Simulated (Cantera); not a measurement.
An adiabatic, constant-pressure homogeneous reactor starts with H2 : O2 : N2 : H2O = 1 : 0.595 : 2.24 : 0.61 (molar parts), at 1275 K and 7350 Torr. Integrator tolerance rtol = 1e-08.

Model: the H2/O2 subset of GRI-Mech 3.0, which has no nitrogen chemistry, integrated in Cantera. The hydrogen kinetics of GRI-Mech 3.0 are dated; newer H2 mechanisms differ, most at raised pressure.

Problem. What does this change do: H2O 0.61 to 0.19 parts?

Solution. 
```tsv
quantity	before	after
time of steepest temperature rise	67.6 µs	22.4 µs
temperature at 1.00 s	2646 K	2793 K
equilibrium temperature	2646 K	2793 K
x(H2) at 1.00 s	0.00922 (gas-phase equilibrium 0.00922)	0.0127 (gas-phase equilibrium 0.0127)
x(O2) at 1.00 s	0.0245 (gas-phase equilibrium 0.0245)	0.0273 (gas-phase equilibrium 0.0273)
x(H2O) at 1.00 s	0.387 (gas-phase equilibrium 0.387)	0.309 (gas-phase equilibrium 0.309)
x(H2O2) at 1.00 s	1.80e-6 (gas-phase equilibrium 1.80e-6)	1.98e-6 (gas-phase equilibrium 1.98e-6)
x(OH) at 1.00 s	0.0145 (gas-phase equilibrium 0.0145)	0.0196 (gas-phase equilibrium 0.0196)
x(H) at 1.00 s	0.00142 (gas-phase equilibrium 0.00142)	0.00289 (gas-phase equilibrium 0.00289)
x(O) at 1.00 s	0.00144 (gas-phase equilibrium 0.00144)	0.00280 (gas-phase equilibrium 0.00280)
```

Problem. What does this change do: constant volume in place of constant pressure?

Solution. 
```csv
quantity,before,after
time of steepest temperature rise,67.6 µs,65.5 µs
temperature at 1.00 s,2646 K,2851 K
equilibrium temperature,2646 K,2851 K
x(H2) at 1.00 s,0.00922 (gas-phase equilibrium 0.00922),0.0142 (gas-phase equilibrium 0.0142)
x(O2) at 1.00 s,0.0245 (gas-phase equilibrium 0.0245),0.0251 (gas-phase equilibrium 0.0251)
x(H2O) at 1.00 s,0.387 (gas-phase equilibrium 0.387),0.376 (gas-phase equilibrium 0.376)
x(H2O2) at 1.00 s,1.80e-6 (gas-phase equilibrium 1.80e-6),3.62e-6 (gas-phase equilibrium 3.62e-6)
x(OH) at 1.00 s,0.0145 (gas-phase equilibrium 0.0145),0.0205 (gas-phase equilibrium 0.0205)
x(H) at 1.00 s,0.00142 (gas-phase equilibrium 0.00142),0.00263 (gas-phase equilibrium 0.00263)
x(O) at 1.00 s,0.00144 (gas-phase equilibrium 0.00144),0.00237 (gas-phase equilibrium 0.00237)
```
